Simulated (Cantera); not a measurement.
Mixture: 7.89 % CH₄, 0.497 % C₂H₆, 19.3 % O₂, 72.4 % N₂, equivalence ratio 0.91, at 58000 Pa, adiabatic and at constant pressure. Ignition delay is the time to a rise of 400 K.

Detailed kinetics in Cantera: GRI-Mech 3.0 (53 species, 325 reactions).

**Question.** Predict: delay at 1275 K; delay at 1350 K; delay at 1425 K; delay at 1500 K; delay at 1575 K; apparent activation energy between 1425 and 1575 K.

**Answer.** 
```json
{
  "delay at 1275 K": "5.86 ms",
  "delay at 1350 K": "2.45 ms",
  "delay at 1425 K": "1.08 ms",
  "delay at 1500 K": "0.515 ms",
  "delay at 1575 K": "0.269 ms",
  "apparent activation energy between 1425 and 1575 K": "170 kJ/mol"
}
```
